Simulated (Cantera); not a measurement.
A closed system holds: 1 mol PH3, 3.3 mol O2, 29 mol N2, 0.31 mol H2, equilibrated at 3098.15 K and 1.50e7 Pa.

Method: chemical equilibrium by Gibbs-energy minimisation in Cantera with the NASA 1993 tables (ideal gas, pure condensed phases). Candidate condensed phases: H2O, P, P4O10; 32 gas species. The ideal-gas law is rough above about 30 bar. Gases not in the tables: HPO2, HPO3 and P4O6. Equilibrium is a limit: real reactors are often held back by kinetics, nucleation or transport.

Base state: N2 0.859, H2O 0.0485, O2 0.0296, PO2 0.0288, NO 0.0210, OH 0.00794, O 0.00220, H2 0.00142 (mole fractions); condensed: gas only.

Q: What changes in the equilibrium state with this change: PH3 replaced by CS2?

A: 
| species | before | after |
|---|---|---|
| N2 | 0.859 | 0.880 |
| SO2 | 0 | 0.0556 |
| CO2 | 0 | 0.0207 |
| H2O | 0.0485 | 0.00769 |
| PO2 | 0.0288 | 0 |
| O2 | 0.0296 | 0.00643 |
| NO | 0.0210 | 0.00991 |
| CO | 0 | 0.00987 |
| SO | 0 | 0.00519 |
Further candidate phases: C, C6H6, C7H8, C8H18, H2SO4, S.

Q: What changes in the equilibrium state with this change: temperature from 3098.15 K to 2950 K?

A: 
```tsv
species	before	after
N2	0.859	0.861
H2O	0.0485	0.0503
O2	0.0296	0.0314
NO	0.0210	0.0181
OH	0.00794	0.00599
PO2	0.0288	0.0294
H	0.000651	0.000326
PO	0.00115	0.000655
H2	0.00142	0.000875
O	0.00220	0.00138
HO2	2.83e-5	2.31e-5
```

Q: What changes in the equilibrium state with this change: PH3 replaced by HCl?

A: 
```csv
species,before,after
N2,0.859,0.845
O2,0.0296,0.0709
NO,0.0210,0.0322
H2O,0.0485,0.0128
PO2,0.0288,0
HCl,0,0.0165
Cl,0,0.0124
PO,0.00115,0
ClO,0,0.000351
```
Further candidate phases: NH4Cl.
